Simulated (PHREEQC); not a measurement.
Make-up at 50 °C: 0.0051 mol CuCl2, 0.12 mol HCl and 0.0065 mol H3BO3 per kg of water. Closed to the air; pH follows from the charge balance.

Model: ion-association model, phreeqc.dat, run in PHREEQC.

### Question
The ionic strength comes out as 0.132 mol/kgw. What activity coefficients do Cu+2, Cl-, CuCl+, H+ get?

### Answer
Cu+2 0.35, Cl- 0.74, CuCl+ 0.74, H+ 0.81.

Precipitation was switched off in this run. Species that the database lacks are ignored. Constants without temperature data keep their 25 °C values here.
